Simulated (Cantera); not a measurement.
An adiabatic, constant-pressure homogeneous reactor starts with CO : H2 : O2 : N2 = 1 : 0.21 : 0.504 : 1.9 (molar parts), equivalence ratio 1.2, at 1748 K and 5.10 bar.

Computed with Cantera and GRI-Mech 3.0 (53 species, 325 reactions). The hydrogen kinetics of GRI-Mech 3.0 are dated; newer H2 mechanisms differ, most at raised pressure. Above 3000 K some thermodynamic fits are extrapolated.

**Question.** Predict: time of steepest temperature rise; temperature at 0.200 s; equilibrium temperature; x(CO) at 0.200 s; x(H2) at 0.200 s; x(O2) at 0.200 s; x(NO2) at 0.200 s; x(OH) at 0.200 s; x(H) at 0.200 s.

**Answer.** 
| Property | Value |
|---|---|
| time of steepest temperature rise | 2.49 µs |
| temperature at 0.200 s | 3004 K |
| equilibrium temperature | 3004 K |
| x(CO) at 0.200 s | 0.142 (gas-phase equilibrium 0.142) |
| x(H2) at 0.200 s | 0.00570 (gas-phase equilibrium 0.00570) |
| x(O2) at 0.200 s | 0.0290 (gas-phase equilibrium 0.0290) |
| x(NO2) at 0.200 s | 7.34e-6 (gas-phase equilibrium 7.34e-6) |
| x(OH) at 0.200 s | 0.0151 (gas-phase equilibrium 0.0151) |
| x(H) at 0.200 s | 0.00539 (gas-phase equilibrium 0.00539) |
